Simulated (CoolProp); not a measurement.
Properties of ethylene along the isobar 3.76 MPa (Tc = 9.2 °C, pc = 5.042 MPa, ω = 0.087).

Values from CoolProp's reference Helmholtz-energy equation of state, Smukala 2000.

```
T (°C)   phase  cp (kJ/(kg K))  speed of sound (m/s)  isothermal compressibility (1/MPa)  expansivity (1/kK)  fugacity coefficient
------  ------  --------------  --------------------  ----------------------------------  ------------------  --------------------
-73.65  liquid           2.480                  1113                            0.002865               2.957                   [?]
-56.25  liquid           2.593                 974.6                            0.004149               3.486                0.2187
-38.85  liquid             [?]                 825.0                            0.006622                 [?]                0.3531
-21.45  liquid           3.219                 655.3                             0.01291                 [?]                0.5201
13.35      gas           2.658                 265.6                              0.4278               11.02                0.7659
30.65      gas           2.246                 287.0                              0.3639                 [?]                0.8063
48.05      gas           2.098                 303.8                              0.3343               5.935                0.8380
65.45      gas           2.041                 318.0                              0.3170                 [?]                   [?]
82.85      gas           2.027                 330.7                              0.3056               4.339                0.8842
100.25     gas           2.037                 342.1                              0.2975               3.871                0.9015
117.65     gas           2.061                 352.7                              0.2915               3.510                0.9159
```

Problem. Some entries are withheld; supply them.

Solution. 
- -73.65, fugacity coefficient: 0.1208
- -38.85, cp (kJ/(kg K)): 2.795
- -38.85, expansivity (1/kK): 4.392
- -21.45, expansivity (1/kK): 6.363
- 30.65, expansivity (1/kK): 7.542
- 65.45, expansivity (1/kK): 4.982
- 65.45, fugacity coefficient: 0.8635
